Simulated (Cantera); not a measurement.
Input: 1 mol Si₃N₄, 0.014 mol H₂, at 2298.15 K and 4.60 Pa.

Equilibrium computed with Cantera from the NASA thermochemical tables; the gas is ideal and each condensed phase is pure. The tables' values for SiN are old estimates; treat these amounts as uncertain. Kinetics and transport are ignored.

```csv
species,before,after
Si,0.596,0.592
N₂,0.398,0.399
H,0.00554,0.00508
Si₂,0.000343,0.00247
Si₃,1.92e-6,0.000187
Si₂N,1.10e-5,0.000267
H₂,1.53e-5,0.000236
SiH,5.83e-6,3.75e-5
SiN,0.000358,0.000590
```
Gas species are given as mole fractions.

Problem. Name the change that produced these shifts.
(A) temperature from 2298.15 K to 2048.15 K
(B) H₂ from 0.014 to 0.38 mol
(C) pressure from 4.60 Pa to 1.00 mbar
(D) H₂ from 0.014 to 0.045 mol

Solution. A, temperature from 2298.15 K to 2048.15 K
